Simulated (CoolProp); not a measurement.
Properties of octamethyltrisiloxane (MDM) at several states (Tc = 292.2 °C, pc = 1438 kPa, ω = 0.528).

Model: reference Helmholtz-energy equation of state, Thol 2017, in CoolProp.

```tsv
T (°C)	p (kPa)	phase	Z	cp (kJ/(kg K))	cv (kJ/(kg K))	speed of sound (m/s)
-74.75	15.2	liquid	(withheld)	(withheld)	(withheld)	(withheld)
-63.25	529	liquid	(withheld)	1.642	1.338	1236
-2.25	41.9	liquid	(withheld)	1.725	(withheld)	1012
```

Question: Complete the blanks.

Answer: 
- -74.75, Z: 0.002387
- -74.75, cp (kJ/(kg K)): 1.637
- -74.75, cv (kJ/(kg K)): 1.333
- -74.75, speed of sound (m/s): 1276
- -63.25, Z: 0.07946
- -2.25, Z: 0.005223
- -2.25, cv (kJ/(kg K)): 1.415
